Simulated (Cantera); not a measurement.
Feed: 1 mol c-C₄F₈, 3.2 mol H₂, at 750 K and 75.0 Torr.

Method: chemical equilibrium by Gibbs-energy minimisation in Cantera with the NASA 1993 tables (ideal gas, pure condensed phases). Candidate condensed phases: C, C₆H₆, C₇H₈, C₈H₁₈; 95 gas species. The feed counts by its element totals alone. Condensed phases not in the tables: fluorocarbon polymer. Gases not in the tables: C₂F₆ and larger saturated fluorocarbons. Equilibrium is a limit: real reactors are often held back by kinetics, nucleation or transport.

What is the equilibrium state?


```
Quantity            Value
--------------  ---------
x(HF)               0.941
x(CF₄)             0.0588
x(H₂F₂)           1.14e-5
n(C(graphite))   3.60 mol
gas amount      6.800 mol
```
